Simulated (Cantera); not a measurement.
An adiabatic, constant-pressure homogeneous reactor starts with 49.2 % H2, 10.7 % O2, 40.2 % N2, equivalence ratio 2.3, at 1525 K and 3750 Torr.

Cantera simulation using GRI-Mech 3.0 (53 species, 325 reactions); the numbers are that mechanism's predictions, not measurements. The hydrogen kinetics of GRI-Mech 3.0 are dated; newer H2 mechanisms differ, most at raised pressure.

Q: Predict: time of steepest temperature rise; temperature at 0.200 s; equilibrium temperature; x(H2) at 0.200 s; x(O2) at 0.200 s; x(H2O2) at 0.200 s; x(N2O) at 0.200 s; x(H) at 0.200 s.

A: 
```
Item                                                                 Value
---------------------------------  ---------------------------------------
time of steepest temperature rise                                  2.83 µs
temperature at 0.200 s                                              2845 K
equilibrium temperature                                             2845 K
x(H2) at 0.200 s                       0.299 (gas-phase equilibrium 0.299)
x(O2) at 0.200 s                   7.98e-5 (gas-phase equilibrium 7.98e-5)
x(H2O2) at 0.200 s                 6.20e-8 (gas-phase equilibrium 6.20e-8)
x(N2O) at 0.200 s                  5.40e-8 (gas-phase equilibrium 5.40e-8)
x(H) at 0.200 s                      0.0236 (gas-phase equilibrium 0.0236)
```
